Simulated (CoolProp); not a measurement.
Vapour-liquid equilibrium of CH2F2 (R32) (1) + R1234ze(E) (2) at -56.05 °C; x and y are mole fractions of (1).

Computed with CoolProp (multi-fluid Helmholtz-energy mixture model, Tillner-Roth 1997 and Thol 2016; pair parameters Bell 2023).

```csv
x,"bubble pressure, mixture model (MPa)","bubble pressure, Raoult's law (MPa)","y, mixture model","y, Raoult's law"
0.05,0.01938,0.01773,…,0.227
0.2,…,0.02765,0.636,0.583
0.35,0.04342,0.03757,…,0.750
0.5,0.05263,0.04749,0.844,0.848
0.65,0.06091,0.05741,…,0.912
0.8,…,0.06733,…,0.957
0.95,0.07758,0.07725,0.986,0.991
```

**Question.** Some entries are withheld; supply them.

**Answer.** 
- 0.05, y, mixture model: 0.290
- 0.2, bubble pressure, mixture model (MPa): 0.03253
- 0.35, y, mixture model: 0.769
- 0.65, y, mixture model: 0.897
- 0.8, bubble pressure, mixture model (MPa): 0.06904
- 0.8, y, mixture model: 0.943

The largest gap from Raoult's law is +17.6 % in bubble pressure, at x = 0.2. No azeotrope shows between x = 0.05 and 0.95.

Pair parameters are fitted to limited data, so mixtures are less certain than the pure fluids.
